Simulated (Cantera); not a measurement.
Input (Python, Cantera):

```python
import numpy as np
import cantera as ct

gas = ct.Solution("gri30.yaml")
gas.TPX = 2148, 5200, {'NO': 1, 'N2': 0.63}
reactor = ct.IdealGasConstPressureReactor(gas, energy="off", clone=False)
net = ct.ReactorNet([reactor])
net.rtol, net.atol = 1e-08, 1e-18
show = ['NO', 'N2O', 'NO2', 'N2', 'O', 'O2']
times = np.geomspace(0.0001, 70, 12)

steps = ct.SolutionArray(gas, extra=["t"])
rows = []
print(f"{'t/s':>10s}{'T/K':>9s}{'P/Pa':>11s}" + "".join(f"{s:>11s}" for s in show))
for t in times:
    while net.time < t:
        t_next = net.step()
        steps.append(gas.state, t=t_next)
    rows.append([np.interp(t, steps.t, y) for y in (steps.T, steps.P, *steps(*show).X.T)])
    print(f"{t:10.3e}{rows[-1][0]:9.1f}{rows[-1][1]:11.4g}" + "".join(f"{x:11.3e}" for x in rows[-1][2:]))
rate = np.gradient(steps.T, steps.t)
print("integrator steps:", len(steps.t))
if steps.T.max() > steps.T[0] + 200:
    print(f"time of steepest temperature rise: {steps.t[rate.argmax()]:.4e} s")
gas.TPX = 2148, 5200, {'NO': 1, 'N2': 0.63}
gas.equilibrate("TP")
print(f"equilibrium (TP): T = {gas.T:.1f} K  " + "  ".join(f"{s} {gas[s].X[0]:.3e}" for s in show))
```

It prints:

```
       t/s      T/K       P/Pa         NO        N2O        NO2         N2          O         O2
 1.000e-04   2148.0       5200  6.135e-01  6.086e-06  3.199e-08  3.865e-01  6.250e-06  2.931e-08
 3.399e-04   2148.0       5200  6.135e-01  1.991e-05  3.185e-07  3.865e-01  2.180e-05  3.462e-07
 1.155e-03   2148.0       5200  6.133e-01  5.961e-05  2.440e-06  3.865e-01  8.043e-05  4.331e-06
 3.928e-03   2148.0       5200  6.128e-01  1.350e-04  1.218e-05  3.866e-01  3.191e-04  6.262e-05
 1.335e-02   2148.0       5200  6.104e-01  1.621e-04  3.130e-05  3.876e-01  9.373e-04  8.640e-04
 4.538e-02   2148.0       5200  5.998e-01  1.446e-04  4.337e-05  3.928e-01  1.308e-03  5.919e-03
 1.543e-01   2148.0       5200  5.595e-01  1.167e-04  6.362e-05  4.128e-01  1.771e-03  2.576e-02
 5.243e-01   2148.0       5200  4.101e-01  5.347e-05  8.712e-05  4.872e-01  2.869e-03  9.974e-02
 1.782e+00   2148.0       5200  1.119e-01  3.439e-06  3.782e-05  6.358e-01  4.265e-03  2.480e-01
 6.058e+00   2148.0       5200  1.594e-02  1.726e-07  5.900e-06  6.837e-01  4.626e-03  2.957e-01
 2.059e+01   2148.0       5200  1.247e-02  1.478e-07  4.628e-06  6.854e-01  4.639e-03  2.975e-01
 7.000e+01   2148.0       5200  1.247e-02  1.478e-07  4.628e-06  6.854e-01  4.639e-03  2.975e-01
integrator steps: 1079
equilibrium (TP): T = 2148.0 K  NO 1.247e-02  N2O 1.478e-07  NO2 4.628e-06  N2 6.854e-01  O 4.639e-03  O2 2.975e-01
```

Computed with Cantera and GRI-Mech 3.0 (53 species, 325 reactions).
